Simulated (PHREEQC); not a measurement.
# Leach liquor: an equilibrium model

Solution (44 °C): 0.0014 mol/kgw HCl, 0.00055 mol/kgw Al2(SO4)3 and 0.0036 mol/kgw Na2SO4. Closed to the air; pH follows from the charge balance.

The numbers come from PHREEQC with the ion-association model, phreeqc.dat.

No solid was allowed to form.

Problem. What pH, ionic strength does the model give?

Solution. pH 3.03; ionic strength 0.0140 mol/kgw.

Problem. In which forms is Al present?

Solution. AlSO4+ 75 %, Al+3 18 %, Al(SO4)2- 6.1 % of the Al.

Constants without temperature data keep their 25 °C values here.
